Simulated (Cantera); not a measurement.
Input (Python, Cantera) and output of one run.

```python
import numpy as np
import cantera as ct

gas_names = """
    H HO2 H2 H2O H2O2 Nb NbO NbO2 O OH O2 O3
""".split()
cond_names = """
    H2O(s) H2O(L) Nb(cr) Nb(L) NbO(s) NbO(L) NbO2(I) NbO2(II) NbO2(III) NbO2(L) Nb2O5(s) Nb2O5(L)
""".split()


def load(file, names, dense=False):
    # The tables refer to 1 bar. Condensed volumes are neglected.
    table = {s.name: s for s in ct.Species.list_from_file(file)}
    out = []
    for n in names:
        d = dict(table[n].input_data)
        d["thermo"] = dict(d["thermo"], **{"reference-pressure": 1e5})
        if dense:
            d["equation-of-state"] = {"model": "constant-volume", "density": "1e6 g/cm^3"}
        out.append(ct.Species.from_dict(d))
    return out


gas = ct.Solution(thermo="ideal-gas", species=load("nasa_gas.yaml", gas_names))
cond = {s.name: ct.Solution(thermo="fixed-stoichiometry", species=[s], name=s.name)
        for s in load("nasa_condensed.yaml", cond_names, dense=True)}
atoms = {
    'Nb2O5': {'Nb': 2, 'O': 5},
    'H2': {'H': 2},
}
top_T = {}  # K; cautious upper limits of use, not melting points


def equilibrate(T, P, feed):
    n = {}
    for name, mol in feed.items():
        for a, k in atoms[name].items():
            n[a] = n.get(a, 0.0) + k * mol
    gas.TPX = T, P, n
    mass = sum(n.values()) * gas.mean_molecular_weight
    gas.equilibrate("TP")
    valid = [c for c in cond.values() if c.min_temp <= T <= top_T.get(c.name, c.max_temp)]
    mix = ct.Mixture([(gas, mass / gas.mean_molecular_weight)] + [(c, 0.0) for c in valid])
    mix.T, mix.P = T, P
    mix.equilibrate("TP", solver="vcs", rtol=1e-11, max_steps=5000)
    return mix


results = []
feed = {'Nb2O5': 1, 'H2': 0.56}  # mol
P = 10000  # Pa
for T in [948, 1048, 1148, 1248, 1348, 1448, 1548, 1648, 1748, 1848, 1948, 2048]:
    mix = equilibrate(T, P, feed)
    results.append((T, P, feed, dict(zip(mix.species_names, mix.species_moles))))
    x = sorted(zip(gas.X, gas.species_names), reverse=True)
    print(f"T = {T:g} K  P = {P:g} Pa  gas = {mix.phase_moles(0):.4g} mol")
    print("   x: " + "  ".join(f"{s} {v:.3e}" for v, s in x if v > 0.001))
    print("   condensed (mol): " + ("  ".join(f"{mix.phase(i).name} {mix.phase_moles(i):.4g}"
          for i in range(1, mix.n_phases) if mix.phase_moles(i) > 1e-12) or "none"))
```

It prints:

```
T = 948 K  P = 10000 Pa  gas = 0.56 mol
   x: H2 9.964e-01  H2O 3.556e-03
   condensed (mol): NbO2(I) 0.003983  Nb2O5(s) 0.998
T = 1048 K  P = 10000 Pa  gas = 0.56 mol
   x: H2 9.923e-01  H2O 7.656e-03
   condensed (mol): NbO2(I) 0.008574  Nb2O5(s) 0.9957
T = 1148 K  P = 10000 Pa  gas = 0.56 mol
   x: H2 9.849e-01  H2O 1.513e-02
   condensed (mol): NbO2(II) 0.01695  Nb2O5(s) 0.9915
T = 1248 K  P = 10000 Pa  gas = 0.56 mol
   x: H2 9.723e-01  H2O 2.773e-02
   condensed (mol): NbO2(III) 0.03106  Nb2O5(s) 0.9845
T = 1348 K  P = 10000 Pa  gas = 0.56 mol
   x: H2 9.538e-01  H2O 4.616e-02
   condensed (mol): NbO2(III) 0.0517  Nb2O5(s) 0.9741
T = 1448 K  P = 10000 Pa  gas = 0.56 mol
   x: H2 9.291e-01  H2O 7.091e-02
   condensed (mol): NbO2(III) 0.07942  Nb2O5(s) 0.9603
T = 1548 K  P = 10000 Pa  gas = 0.56 mol
   x: H2 8.980e-01  H2O 1.019e-01
   condensed (mol): NbO2(III) 0.1141  Nb2O5(s) 0.9429
T = 1648 K  P = 10000 Pa  gas = 0.5601 mol
   x: H2 8.613e-01  H2O 1.384e-01
   condensed (mol): NbO2(III) 0.155  Nb2O5(s) 0.9225
T = 1748 K  P = 10000 Pa  gas = 0.5602 mol
   x: H2 8.201e-01  H2O 1.793e-01
   condensed (mol): NbO2(III) 0.2009  Nb2O5(s) 0.8996
T = 1848 K  P = 10000 Pa  gas = 0.5604 mol
   x: H2 8.148e-01  H2O 1.837e-01  H 1.513e-03
   condensed (mol): NbO2(III) 0.2059  Nb2O5(L) 0.8971
T = 1948 K  P = 10000 Pa  gas = 0.5609 mol
   x: H2 8.312e-01  H2O 1.655e-01  H 3.258e-03
   condensed (mol): NbO2(III) 0.1857  Nb2O5(L) 0.9071
T = 2048 K  P = 10000 Pa  gas = 0.5619 mol
   x: H2 8.455e-01  H2O 1.478e-01  H 6.511e-03
   condensed (mol): NbO2(III) 0.1662  Nb2O5(L) 0.9169
```

Method: chemical equilibrium by Gibbs-energy minimisation in Cantera with the NASA 1993 tables (ideal gas, pure condensed phases). Mutual solubility and eutectic melting of coexisting phases are not modelled. Condensed phases not in the tables: the oxides between NbO2 and Nb2O5.
